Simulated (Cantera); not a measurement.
A perfectly stirred reactor is fed with CH₄ : C₂H₆ : C₃H₈ : O₂ : N₂ = 1 : 0.97 : 0.91 : 7.65 : 28.8 (molar parts), equivalence ratio 1.3, at 3750 Torr; it is adiabatic with a 500 K inlet, and is followed from long to short residence time, starting on the burning branch (τ in s: 0.032, 0.017, 0.009, 0.0048, 0.0025, 0.0013, 0.0007, 0.00037, 0.0002, 0.0001, 5.5e-05, 2.9e-05).

Cantera simulation using GRI-Mech 3.0 (53 species, 325 reactions); the numbers are that mechanism's predictions, not measurements. GRI-Mech 3.0 was tuned for natural gas; its chemistry of propane as a main component is partial and can be far from experiment.

Q: What does this change do: N2 28.8 to 40 parts?

A: 
| quantity | before | after |
|---|---|---|
| blow-out, bracketed by the residence times tried | burning at 55.0 µs, out at 29.0 µs | burning at 0.370 ms, out at 0.200 ms |
| x(CH₄) at τ = 32.0 ms | 2.64e-5 | 0.000673 |
| x(C₂H₆) at τ = 32.0 ms | 1.29e-7 | 1.46e-6 |
| x(C₃H₈) at τ = 32.0 ms | 1.10e-7 | 5.41e-7 |
| x(CO₂) at τ = 32.0 ms | 0.0603 | 0.0515 |
| x(H₂) at τ = 32.0 ms | 0.0353 | 0.0282 |
| x(CH₄) at τ = 0.700 ms | 0.000115 | 0.00131 |
| x(C₂H₆) at τ = 0.700 ms | 3.79e-6 | 3.69e-5 |
| x(C₃H₈) at τ = 0.700 ms | 2.68e-6 | 1.59e-5 |
| x(CO₂) at τ = 0.700 ms | 0.0592 | 0.0471 |
| x(H₂) at τ = 0.700 ms | 0.0351 | 0.0251 |
